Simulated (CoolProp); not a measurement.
The numbers come from the reference Helmholtz-energy equation of state, Thol 2016 in CoolProp.

Question: Give the vapour pressure (kPa), liquid density (kg/m³), liquid cp (kJ/(kg K)), surface tension (mN/m) of saturated R1234ze(E) at 39.85, 55.75, 79.55 °C.

Answer: 
| T (°C) | p (kPa) | liquid density (kg/m³) | liquid cp (kJ/(kg K)) | surface tension (mN/m) |
|---|---|---|---|---|
| 39.85 | 763 | 1110 | 1.44 | 6.94 |
| 55.75 | 1150 | 1050 | 1.53 | 4.97 |
| 79.55 | 1990 | 935 | 1.78 | 2.34 |

Surface tension comes from a separate correlation (Mulero 2014).
